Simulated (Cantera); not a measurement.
Charge: 1 mol AlN, a varied amount of H₂O, at 1248 K and 49.0 Pa.

Method: chemical equilibrium by Gibbs-energy minimisation in Cantera with the NASA 1993 tables (ideal gas, pure condensed phases). Candidate condensed phases: Al, AlN, Al₂O₃, H₂O; 35 gas species. Mutual solubility and eutectic melting of coexisting phases are not modelled. Rates play no part.

Q: Which condensed phases are stable at each of these points (n(H₂O) (mol)): 0.71, 1.8, 2.9, 4, 5.1, 6.3, 7.4, 8.5, 9.6?

A: 
```
n(H₂O) (mol)   condensed phases  Al condensed (%)
------------  -----------------  ----------------
0.71          AlN(s) + Al₂O₃(s)             100.0
1.8                    Al₂O₃(s)             100.0
2.9                    Al₂O₃(s)             100.0
4                      Al₂O₃(s)             100.0
5.1                    Al₂O₃(s)             100.0
6.3                    Al₂O₃(s)             100.0
7.4                    Al₂O₃(s)             100.0
8.5                    Al₂O₃(s)             100.0
9.6                    Al₂O₃(s)             100.0
```

At 0.71 mol H₂O the condensed part is AlN(s) + Al₂O₃(s). From 1.8 mol H₂O to 9.6 mol H₂O the condensed part is Al₂O₃(s).
